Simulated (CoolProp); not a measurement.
Vapour-liquid equilibrium of n-pentane (1) + acetone (2) at 0.137 MPa; x and y are mole fractions of (1).

The numbers come from the multi-fluid Helmholtz-energy mixture model, Thol 2019 and Lemmon 2006; pair parameters Bell 2016 in CoolProp.

```tsv
x	bubble temperature, mixture model (K)	bubble temperature, Raoult's law (K)	y, mixture model	y, Raoult's law
0.05	___	337.1	___	0.088
0.2	320.1	333.5	0.532	0.317
0.35	316.6	330.2	___	0.503
0.5	___	327.1	___	0.656
0.65	314.7	324.3	___	0.782
0.8	314.7	321.6	___	0.887
0.95	316.6	319.1	0.905	0.974
```

Problem. Fill in the missing entries.

Solution. 
- 0.05, bubble temperature, mixture model (K): 330.9
- 0.05, y, mixture model: 0.243
- 0.35, y, mixture model: 0.622
- 0.5, bubble temperature, mixture model (K): 315.3
- 0.5, y, mixture model: 0.665
- 0.65, y, mixture model: 0.702
- 0.8, y, mixture model: 0.763

The largest gap from Raoult's law is -13.6 K in bubble temperature, at x = 0.35. y crosses x between x = 0.65 and 0.8: the model has an azeotrope there.

The pair parameters rest on a limited set of measurements; away from them the model extrapolates.
